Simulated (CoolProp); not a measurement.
Saturation properties of isopentane (Tc = 460.3 K, pc = 3.378 MPa, ω = 0.227).

Model: reference Helmholtz-energy equation of state, Lemmon 2006, in CoolProp. It is a short technical equation, of lower accuracy than the large ones.

```json
[
 {"T (K)": "304.8", "p (MPa)": "?", "liquid density (kg/m³)": "608.1", "liquid cp (kJ/(kg K))": "2.309", "surface tension (mN/m)": "13.7", "vapour viscosity (µPa s)": "?"},
 {"T (K)": "323.3", "p (MPa)": "0.2064", "liquid density (kg/m³)": "588.5", "liquid cp (kJ/(kg K))": "2.412", "surface tension (mN/m)": "11.8", "vapour viscosity (µPa s)": "7.63"},
 {"T (K)": "341.8", "p (MPa)": "0.3442", "liquid density (kg/m³)": "567.5", "liquid cp (kJ/(kg K))": "2.525", "surface tension (mN/m)": "9.89", "vapour viscosity (µPa s)": "?"},
 {"T (K)": "360.3", "p (MPa)": "?", "liquid density (kg/m³)": "?", "liquid cp (kJ/(kg K))": "?", "surface tension (mN/m)": "8.06", "vapour viscosity (µPa s)": "8.66"},
 {"T (K)": "378.8", "p (MPa)": "0.8141", "liquid density (kg/m³)": "520.1", "liquid cp (kJ/(kg K))": "2.796", "surface tension (mN/m)": "6.29", "vapour viscosity (µPa s)": "9.28"},
 {"T (K)": "397.3", "p (MPa)": "1.176", "liquid density (kg/m³)": "492.0", "liquid cp (kJ/(kg K))": "2.978", "surface tension (mN/m)": "4.61", "vapour viscosity (µPa s)": "10.0"},
 {"T (K)": "415.7", "p (MPa)": "1.644", "liquid density (kg/m³)": "459.2", "liquid cp (kJ/(kg K))": "?", "surface tension (mN/m)": "3.04", "vapour viscosity (µPa s)": "11.1"},
 {"T (K)": "434.2", "p (MPa)": "2.243", "liquid density (kg/m³)": "417.4", "liquid cp (kJ/(kg K))": "3.722", "surface tension (mN/m)": "1.59", "vapour viscosity (µPa s)": "12.8"}
]
```

Question: Complete the blanks.

Answer: 
- 304.8, p (MPa): 0.1154
- 304.8, vapour viscosity (µPa s): 7.16
- 341.8, vapour viscosity (µPa s): 8.12
- 360.3, p (MPa): 0.5419
- 360.3, liquid density (kg/m³): 544.9
- 360.3, liquid cp (kJ/(kg K)): 2.650
- 415.7, liquid cp (kJ/(kg K)): 3.236

It boils at 301.0 K under 1 atm.

Viscosity comes from a separate model (Chung 1988), a generic estimate that can be far off for the liquid and wasn't checked against measurements. Surface tension comes from a separate correlation (Mulero 2012).
